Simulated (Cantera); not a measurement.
Input (Python, Cantera):

```python
import numpy as np
import cantera as ct

gas = ct.Solution("gri30.yaml")
gas.TPX = 998, 101325, {'CH4': 1, 'O2': 1.54, 'N2': 5.78, 'C2H6': 0.14}
reactor = ct.IdealGasConstPressureReactor(gas, energy="on", clone=False)
net = ct.ReactorNet([reactor])
net.rtol, net.atol = 1e-08, 1e-16
show = ['CH4', 'O2', 'O', 'NO2', 'HCN']
times = np.geomspace(4e-06, 9, 12)

steps = ct.SolutionArray(gas, extra=["t"])
rows = []
print(f"{'t/s':>10s}{'T/K':>9s}{'P/Pa':>11s}" + "".join(f"{s:>11s}" for s in show))
for t in times:
    while net.time < t:
        t_next = net.step()
        steps.append(gas.state, t=t_next)
    rows.append([np.interp(t, steps.t, y) for y in (steps.T, steps.P, *steps(*show).X.T)])
    print(f"{t:10.3e}{rows[-1][0]:9.1f}{rows[-1][1]:11.4g}" + "".join(f"{x:11.3e}" for x in rows[-1][2:]))
rate = np.gradient(steps.T, steps.t)
print("integrator steps:", len(steps.t))
if steps.T.max() > steps.T[0] + 200:
    print(f"time of steepest temperature rise: {steps.t[rate.argmax()]:.4e} s")
gas.TPX = 998, 101325, {'CH4': 1, 'O2': 1.54, 'N2': 5.78, 'C2H6': 0.14}
gas.equilibrate("HP")
print(f"equilibrium (HP): T = {gas.T:.1f} K  " + "  ".join(f"{s} {gas[s].X[0]:.3e}" for s in show))
```

Output:

```
       t/s      T/K       P/Pa        CH4         O2          O        NO2        HCN
 4.000e-06    998.0  1.013e+05  1.182e-01  1.820e-01  3.580e-15  3.982e-37  1.007e-31
 1.512e-05    998.0  1.013e+05  1.182e-01  1.820e-01  1.165e-14  8.641e-35  1.432e-30
 5.715e-05    998.0  1.013e+05  1.182e-01  1.820e-01  4.178e-14  1.803e-32  2.020e-29
 2.160e-04    998.0  1.013e+05  1.182e-01  1.820e-01  1.450e-13  4.356e-30  2.751e-28
 8.165e-04    998.0  1.013e+05  1.182e-01  1.820e-01  4.266e-13  1.214e-27  3.310e-27
 3.086e-03    998.0  1.013e+05  1.182e-01  1.820e-01  9.681e-13  2.903e-25  2.946e-26
 1.167e-02    998.0  1.013e+05  1.182e-01  1.820e-01  4.347e-12  7.452e-23  2.793e-25
 4.409e-02    998.3  1.013e+05  1.182e-01  1.820e-01  3.323e-10  2.708e-18  2.257e-21
 1.667e-01   2348.9  1.013e+05  3.518e-12  2.078e-05  2.988e-05  1.522e-09  3.052e-08
 6.299e-01   2348.8  1.013e+05  3.522e-12  2.076e-05  2.986e-05  1.597e-09  3.199e-08
 2.381e+00   2348.8  1.013e+05  3.522e-12  2.076e-05  2.986e-05  1.597e-09  3.199e-08
 9.000e+00   2348.8  1.013e+05  3.522e-12  2.076e-05  2.986e-05  1.597e-09  3.199e-08
integrator steps: 2447
time of steepest temperature rise: 1.0772e-01 s
equilibrium (HP): T = 2348.8 K  CH4 3.985e-12  O2 2.076e-05  O 2.986e-05  NO2 1.597e-09  HCN 3.199e-08
```

Cantera simulation using GRI-Mech 3.0 (53 species, 325 reactions); the numbers are that mechanism's predictions, not measurements. Below about 1000 K GRI-Mech 3.0 lacks low-temperature oxidation paths.
